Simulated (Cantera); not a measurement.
Charge: 1 mol Ti, 0.54 mol O₂, 62 mol H₂, at 1698.15 K and 10.0 mbar.

Method: chemical equilibrium by Gibbs-energy minimisation in Cantera with the NASA 1993 tables (ideal gas, pure condensed phases). Candidate condensed phases: H₂O, Ti, TiO, TiO₂, Ti₂O₃, Ti₃O₅, Ti₄O₇; 12 gas species. Mutual solubility and eutectic melting of coexisting phases are not modelled. TiO: taken at fixed stoichiometry. The numbers say what is thermodynamically allowed, not how fast it happens.

Base state: H₂ 0.999, H 0.00145, H₂O 4.31e-5 (mole fractions); condensed: TiO(s) + Ti₂O₃(s).

### Question
What changes in the equilibrium state with this change: temperature from 1698.15 K to 2000 K?

### Answer
| species | before | after |
|---|---|---|
| H₂ | 0.999 | 0.983 |
| H | 0.00145 | 0.0161 |
| H₂O | 4.31e-5 | 0.000299 |
| TiO | 1.81e-7 | 7.07e-5 |
| TiO(s), mol | 0.845 | 0.872 |
| Ti₂O₃(s), mol | 0.0773 | 0.0615 |
